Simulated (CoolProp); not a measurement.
Properties of dodecamethylcyclohexasiloxane (D6) along the isotherm 346.85 °C (Tc = 372.6 °C, pc = 0.9614 MPa, ω = 0.736).

Computed with CoolProp (reference Helmholtz-energy equation of state, Colonna 2008). It is a short technical equation, of lower accuracy than the large ones.

```tsv
p (MPa)	phase	cp (kJ/(kg K))	isothermal compressibility (1/MPa)
0.0076	gas	1.957	132.1
0.0173	gas	1.958	58.31
0.0394	gas	1.959	25.90
0.0896	gas	1.963	11.70
0.204	gas	1.973	5.517
0.464	gas	2.025	3.085
1.06	liquid	2.338	0.1059
2.4	liquid	2.222	0.04683
```
